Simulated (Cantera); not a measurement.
A perfectly stirred reactor is fed with 0.618 % CH2O, 1.28 % O2, 98.1 % N2, at 5.00 bar; it is held at 950 K, and followed from long to short residence time.

Detailed kinetics in Cantera: GRI-Mech 3.0 (53 species, 325 reactions).

One state of this run: x CH2O = 0.000237; x O2 = 0.00902; x CH3 = <1e-12; x OH = 5.54e-8; x CH4 = 8.76e-12; x N2O = 3.85e-9. x: mole fraction; the columns are a selection and need not sum to one.

**Question.** Which value of τ (s) does it belong to?
A. 0.030
B. 18
C. 0.39
D. 0.11

**Answer.** C, 0.39
